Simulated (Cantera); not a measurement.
What does this Cantera script print?

```python
import numpy as np
import cantera as ct

gas = ct.Solution("gri30.yaml")
gas.TPX = 1250, 500000, {'CO': 0.0018, 'O2': 0.005, 'H2O': 0.0013, 'N2': 1}
reactor = ct.IdealGasConstPressureReactor(gas, energy="off", clone=False)
net = ct.ReactorNet([reactor])
net.rtol, net.atol = 1e-08, 1e-18
show = ['CO', 'O2', 'H2O', 'OH', 'CO2']
times = np.geomspace(5e-06, 2, 10)

steps = ct.SolutionArray(gas, extra=["t"])
rows = []
print(f"{'t/s':>10s}{'T/K':>9s}{'P/Pa':>11s}" + "".join(f"{s:>11s}" for s in show))
for t in times:
    while net.time < t:
        t_next = net.step()
        steps.append(gas.state, t=t_next)
    rows.append([np.interp(t, steps.t, y) for y in (steps.T, steps.P, *steps(*show).X.T)])
    print(f"{t:10.3e}{rows[-1][0]:9.1f}{rows[-1][1]:11.4g}" + "".join(f"{x:11.3e}" for x in rows[-1][2:]))
rate = np.gradient(steps.T, steps.t)
print("integrator steps:", len(steps.t))
if steps.T.max() > steps.T[0] + 200:
    print(f"time of steepest temperature rise: {steps.t[rate.argmax()]:.4e} s")
gas.TPX = 1250, 500000, {'CO': 0.0018, 'O2': 0.005, 'H2O': 0.0013, 'N2': 1}
gas.equilibrate("TP")
print(f"equilibrium (TP): T = {gas.T:.1f} K  " + "  ".join(f"{s} {gas[s].X[0]:.3e}" for s in show))
```

Result:

```
       t/s      T/K       P/Pa         CO         O2        H2O         OH        CO2
 5.000e-06   1250.0      5e+05  1.786e-03  4.960e-03  1.290e-03  3.704e-13  2.344e-11
 2.096e-05   1250.0      5e+05  1.786e-03  4.960e-03  1.290e-03  3.359e-12  9.913e-11
 8.788e-05   1250.0      5e+05  1.786e-03  4.960e-03  1.290e-03  3.736e-11  4.485e-10
 3.684e-04   1250.0      5e+05  1.786e-03  4.960e-03  1.290e-03  3.792e-10  3.226e-09
 1.544e-03   1250.0      5e+05  1.785e-03  4.960e-03  1.290e-03  1.210e-08  1.360e-07
 6.475e-03   1250.0      5e+05  1.532e-03  4.829e-03  1.281e-03  4.185e-06  2.539e-04
 2.714e-02   1250.0      5e+05  5.172e-04  4.325e-03  1.286e-03  2.992e-06  1.269e-03
 1.138e-01   1250.0      5e+05  4.068e-05  4.089e-03  1.290e-03  1.527e-06  1.746e-03
 4.771e-01   1250.0      5e+05  4.777e-07  4.070e-03  1.290e-03  5.620e-07  1.787e-03
 2.000e+00   1250.0      5e+05  1.786e-09  4.071e-03  1.291e-03  2.088e-07  1.787e-03
integrator steps: 1157
equilibrium (TP): T = 1250.0 K  CO 6.825e-10  O2 4.048e-03  H2O 1.291e-03  OH 1.632e-07  CO2 1.787e-03
```

Detailed kinetics in Cantera: GRI-Mech 3.0 (53 species, 325 reactions).
